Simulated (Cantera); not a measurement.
A Cantera script and what it prints.

```python
import numpy as np
import cantera as ct

gas_names = """
    F F2 H HF H2 H2F2 H3F3 H4F4 H5F5 H6F6 H7F7
""".split()
cond_names = """

""".split()


# ... load() reads the species with a 1 bar reference pressure and builds the phases ...
atoms = {
    'HF': {'H': 1, 'F': 1},
    'H2': {'H': 2},
}
top_T = {}  # K; cautious upper limits of use, not melting points


# ... equilibrate(T, P, feed) seeds the gas with the atoms and calls Mixture.equilibrate('TP', solver="vcs", rtol=1e-11, max_steps=5000) ...
results = []
feed = {'HF': 1, 'H2': 0.22}  # mol
P = 133.322  # Pa
for T in [2023, 2223, 2423, 2623, 2823, 3023, 3223, 3423]:
    mix = equilibrate(T, P, feed)
    results.append((T, P, feed, dict(zip(mix.species_names, mix.species_moles))))

top = {s: max(r[3][s] / sum(r[3][g] for g in gas_names) for r in results) for s in gas_names}
cols = sorted((s for s in top if top[s] > 1e-05), key=lambda s: -top[s])[:6]
seen = [c for c in cond_names if any(r[3].get(c, 0) > 1e-12 for r in results)]
print("log10 of partial pressures in bar; condensed amounts in mol")
print(f"{'T/K':>10s}" + "".join(f"{s[:9]:>10s}" for s in cols + seen))
for T, P, feed, n in results:
    ng = sum(n[g] for g in gas_names)
    print(f"{T:10.4g}" + "".join(f"{np.log10(max(n[s] / ng * P / 1e5, 1e-99)):10.3f}" for s in cols)
          + "".join(f"{n.get(c, 0):10.4g}" for c in seen))
```

It prints:

```
log10 of partial pressures in bar; condensed amounts in mol
       T/K        HF         H         F        H2
      2023    -2.966    -4.547    -7.208    -3.650
      2223    -2.976    -4.056    -6.340    -3.724
      2423    -2.997    -3.703    -5.566    -3.904
      2623    -3.026    -3.495    -4.830    -4.239
      2823    -3.083    -3.380    -4.165    -4.654
      3023    -3.231    -3.274    -3.690    -5.005
      3223    -3.520    -3.183    -3.431    -5.317
      3423    -3.926    -3.134    -3.321    -5.655
```

Equilibrium computed with Cantera from the NASA thermochemical tables; the gas is ideal and each condensed phase is pure.
